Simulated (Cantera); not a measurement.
Charge: 1 mol B2O3, 1.9 mol NH3, 30 mol H2, equilibrated at 100 Torr.

Equilibrium computed with Cantera from the NASA thermochemical tables; the gas is ideal and each condensed phase is pure. Candidate condensed phases: B, BN, B2O3, B3O3H3, H2O; 39 gas species. Mutual solubility and eutectic melting of coexisting phases are not modelled. Gases not in the tables: H3BO3. Kinetics and transport are ignored. All values below are at 1198 K.

Base state: H2 0.971, N2 0.0277, H2O 0.00134, HBO2 8.10e-5 (mole fractions); condensed: BN(s) + B2O3(l).

Problem. What changes in the equilibrium state with this change: NH3 from 1.9 to 0.97 mol?

Solution. 
```tsv
species	before	after
H2	0.971	0.984
N2	0.0277	0.0148
H2O	0.00134	0.00110
HBO2	8.10e-5	7.35e-5
BN(s), mol	0.0310	0.0242
B2O3(l), mol	0.983	0.987
```
